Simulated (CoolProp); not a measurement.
Vapour-liquid equilibrium of methanol (1) + toluene (2) at 403.1 K; x and y are mole fractions of (1).

Values from CoolProp's multi-fluid Helmholtz-energy mixture model, de Reuck 1993 and Lemmon 2006; pair parameters Bell 2016.

### Question
Give the bubble pressure and the first vapour's composition at x = 0.2, 0.35, 0.65. Is there an azeotrope?

### Answer
x = 0.2: 549.1 kPa, y = 0.695; x = 0.35: 639.3 kPa, y = 0.749; x = 0.65: 735.6 kPa, y = 0.819. No azeotrope shows between x = 0.05 and 0.95.

Pair parameters are fitted to limited data, so mixtures are less certain than the pure fluids. With so large a gap from Raoult's law the liquid may split in two, which this calculation doesn't test in full.
